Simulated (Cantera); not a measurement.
Adiabatic ignition

An adiabatic, constant-pressure homogeneous reactor starts with C₃H₈ : O₂ : N₂ = 1 : 2.38 : 8.95 (molar parts), equivalence ratio 2.1, at 1300 K and 101000 Pa.

Computed with Cantera and GRI-Mech 3.0 (53 species, 325 reactions). GRI-Mech 3.0 was tuned for natural gas; its chemistry of propane as a main component is partial and can be far from experiment.

```tsv
t (s)	T (K)	x C₃H₈	x O₂	x OH	x C₂H	x O	x CO₂	x NO
2.00e-6	1300	0.0811	0.193	2.84e-8	<1e-12	1.15e-8	1.41e-11	<1e-12
4.78e-6	1300	0.0811	0.193	6.28e-8	<1e-12	1.89e-8	2.19e-10	<1e-12
1.14e-5	1300	0.0810	0.193	1.95e-7	<1e-12	2.82e-8	3.62e-9	<1e-12
2.74e-5	1299	0.0808	0.193	6.94e-7	<1e-12	5.60e-8	7.32e-8	<1e-12
6.54e-5	1298	0.0800	0.192	1.02e-6	<1e-12	8.39e-8	8.00e-7	<1e-12
0.000156	1298	0.0779	0.191	1.13e-6	<1e-12	1.01e-7	3.32e-6	<1e-12
0.000374	1299	0.0723	0.189	1.58e-6	1.05e-12	1.60e-7	1.12e-5	<1e-12
0.000894	1331	0.0485	0.171	9.33e-6	1.20e-10	1.26e-6	0.000102	3.65e-12
0.00214	2381	<1e-12	2.12e-6	0.000461	2.05e-7	8.58e-6	0.0174	0.000217
0.00511	2373	<1e-12	3.27e-6	0.000567	<1e-12	1.33e-5	0.0173	0.000275
0.0122	2373	<1e-12	3.40e-6	0.000579	<1e-12	1.38e-5	0.0173	0.000171
0.0292	2373	<1e-12	3.42e-6	0.000581	<1e-12	1.39e-5	0.0173	9.71e-5
0.0699	2374	<1e-12	3.43e-6	0.000582	<1e-12	1.39e-5	0.0173	6.67e-5
0.167	2374	<1e-12	3.44e-6	0.000582	<1e-12	1.39e-5	0.0173	6.23e-5
0.400	2374	<1e-12	3.44e-6	0.000582	<1e-12	1.39e-5	0.0173	6.23e-5
```
x: mole fraction; the columns are a selection and need not sum to one.

```json
{
  "time_of_steepest_temperature_rise": "1.06 ms",
  "temperature at 0.400 s": "2374 K",
  "equilibrium_temperature": "2374 K",
  "x(C₃H₈) at 0.400 s": "<1e-12 (gas-phase equilibrium <1e-12)",
  "x(O₂) at 0.400 s": "3.44e-6 (gas-phase equilibrium 3.44e-6)",
  "x(OH) at 0.400 s": "0.000582 (gas-phase equilibrium 0.000582)"
}
```
